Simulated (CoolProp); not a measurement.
Vapour-liquid equilibrium of R22 (1) + R113 (2) at 306.5 K; x and y are mole fractions of (1).

The numbers come from the multi-fluid Helmholtz-energy mixture model, Kamei 1995 and Marx 1992; pair parameters Bell 2016 in CoolProp.

```
x     bubble pressure, mixture model (MPa)  bubble pressure, Raoult's law (MPa)  y, mixture model  y, Raoult's law
----  ------------------------------------  -----------------------------------  ----------------  ---------------
0.05                                0.1263                               0.1235             0.523            0.526
0.2                                 0.3298                               0.3092             0.834            0.841
0.35                                0.5278                               0.4948                 …            0.919
0.5                                 0.7081                               0.6805                 …            0.955
0.65                                0.8739                               0.8661                 …            0.975
0.8                                  1.040                                1.052             0.977            0.988
0.95                                 1.228                                1.237             0.994            0.998
```

### Question
Some entries are withheld; supply them.

### Answer

- 0.35, y, mixture model: 0.907
- 0.5, y, mixture model: 0.940
- 0.65, y, mixture model: 0.961

The largest gap from Raoult's law is +6.7 % in bubble pressure, at x = 0.2. No azeotrope shows between x = 0.05 and 0.95.

The pair parameters rest on a limited set of measurements; away from them the model extrapolates. The gap from Raoult's law changes sign with composition, which may be real or a fault of the pair parameters; it wasn't checked against measurements.
